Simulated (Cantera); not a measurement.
A Cantera script and what it prints.

```python
import numpy as np
import cantera as ct

gas_names = """
    Br Br2 H HBr H2 Si SiBr SiBr2 SiBr3 SiBr4 SiH SiHBr3 SiH2 SiH2Br2 SiH3 SiH3Br SiH4 Si2 Si3
""".split()
cond_names = """
    Br2(cr) Br2(L) Si(cr) Si(L)
""".split()


# ... load() reads the species with a 1 bar reference pressure and builds the phases ...
atoms = {
    'Si': {'Si': 1},
    'HBr': {'H': 1, 'Br': 1},
}
top_T = {}  # K; cautious upper limits of use, not melting points


# ... equilibrate(T, P, feed) seeds the gas with the atoms and calls Mixture.equilibrate('TP', solver="vcs", rtol=1e-11, max_steps=5000) ...
results = []
feed = {'Si': 1, 'HBr': 1.9}  # mol
T = 650  # K
for P in [1, 5.2, 27, 140, 720, 3700, 19000, 100000]:
    mix = equilibrate(T, P, feed)
    results.append((T, P, feed, dict(zip(mix.species_names, mix.species_moles))))
    x = sorted(zip(gas.X, gas.species_names), reverse=True)
    print(f"T = {T:g} K  P = {P:g} Pa  gas = {mix.phase_moles(0):.4g} mol")
    print("   x: " + "  ".join(f"{s} {v:.3e}" for v, s in x if v > 1e-06))
    print("   condensed (mol): " + ("  ".join(f"{mix.phase(i).name} {mix.phase_moles(i):.4g}"
          for i in range(1, mix.n_phases) if mix.phase_moles(i) > 1e-12) or "none"))
```

Result:

```
T = 650 K  P = 1 Pa  gas = 1.427 mol
   x: H2 6.618e-01  SiBr4 3.302e-01  HBr 6.559e-03  SiHBr3 1.404e-03  SiBr3 1.909e-05  SiBr2 1.722e-05  SiH2Br2 2.759e-06
   condensed (mol): Si(cr) 0.5268
T = 650 K  P = 5.2 Pa  gas = 1.426 mol
   x: H2 6.631e-01  SiBr4 3.305e-01  HBr 4.349e-03  SiHBr3 2.124e-03  SiBr3 1.265e-05  SiBr2 7.554e-06  SiH2Br2 6.306e-06
   condensed (mol): Si(cr) 0.5258
T = 650 K  P = 27 Pa  gas = 1.425 mol
   x: H2 6.637e-01  SiBr4 3.302e-01  SiHBr3 3.206e-03  HBr 2.882e-03  SiH2Br2 1.438e-05  SiBr3 8.374e-06  SiBr2 3.314e-06
   condensed (mol): Si(cr) 0.5249
T = 650 K  P = 140 Pa  gas = 1.424 mol
   x: H2 6.638e-01  SiBr4 3.295e-01  SiHBr3 4.830e-03  HBr 1.909e-03  SiH2Br2 3.271e-05  SiBr3 5.540e-06  SiBr2 1.454e-06
   condensed (mol): Si(cr) 0.5239
T = 650 K  P = 720 Pa  gas = 1.423 mol
   x: H2 6.634e-01  SiBr4 3.281e-01  SiHBr3 7.248e-03  HBr 1.266e-03  SiH2Br2 7.397e-05  SiBr3 3.667e-06
   condensed (mol): Si(cr) 0.5228
T = 650 K  P = 3700 Pa  gas = 1.421 mol
   x: H2 6.624e-01  SiBr4 3.258e-01  SiHBr3 1.085e-02  HBr 8.386e-04  SiH2Br2 1.669e-04  SiBr3 2.423e-06
   condensed (mol): Si(cr) 0.5213
T = 650 K  P = 19000 Pa  gas = 1.419 mol
   x: H2 6.607e-01  SiBr4 3.222e-01  SiHBr3 1.617e-02  HBr 5.548e-04  SiH2Br2 3.751e-04  SiH3Br 3.079e-06  SiBr3 1.596e-06
   condensed (mol): Si(cr) 0.5192
T = 650 K  P = 100000 Pa  gas = 1.416 mol
   x: H2 6.578e-01  SiBr4 3.168e-01  SiHBr3 2.414e-02  SiH2Br2 8.496e-04  HBr 3.640e-04  SiH3Br 1.058e-05  SiBr3 1.041e-06
   condensed (mol): Si(cr) 0.516
```

Equilibrium computed with Cantera from the NASA thermochemical tables; the gas is ideal and each condensed phase is pure. The tables' values for SiBr3 are old estimates; treat these amounts as uncertain.
